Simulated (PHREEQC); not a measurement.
1 kg of water holding 0.25 mol NaCl meets 20 L of dry gas (O2 1 by moles) at fixed total pressure, at 200 atm; fugacities by Peng-Robinson. The gases take part in no redox reaction, some water evaporates into the gas, and hydrates or a liquid gas phase aren't modelled. No solid was allowed to form.

The numbers come from PHREEQC with the ion-association model, phreeqc.dat.

| T (°C) | dissolved O2 (mol/kgw) | φ of O2 |
|---|---|---|
| 20 | 0.179 | 0.868 |
| 30 | 0.155 | … |
| 40 | 0.139 | … |
| 50 | 0.127 | … |
| 60 | 0.120 | … |
| 70 | 0.115 | … |
| 80 | 0.112 | … |
| 90 | 0.111 | 0.962 |

Task: What belongs in the gaps?

Result: 
- 30, φ of O2: 0.886
- 40, φ of O2: 0.902
- 50, φ of O2: 0.917
- 60, φ of O2: 0.930
- 70, φ of O2: 0.942
- 80, φ of O2: 0.952

At this temperature some constants are extrapolated from 25 °C, and those without enthalpy data are left unchanged.
